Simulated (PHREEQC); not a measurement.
A PHREEQC input (ion-association model, phreeqc.dat):

```
SOLUTION 1
  temp 85
  units mg/kgw
  pH 6.75
  pe 9.1
  Na 3.23
  K 1.32e-07
  Ca 10.6
  Mg 3.01
  Cl 11.6
  S(6) 8.37 as SO4
  Alkalinity 24.6 as HCO3
  B 0.00104
END
USE solution 6
EQUILIBRIUM_PHASES 1
  Quartz 0 0.5
  CO2(g) -2.5 10
END
```

It stops with these messages:

```
ERROR: Solution 6 not found.
```

The fault: USE names a solution that was never defined. The line should read `USE solution 1` where the input has `USE solution 6`. With the mend the run ends at pH 7.34 and ionic strength 0.00134 mol/kgw.
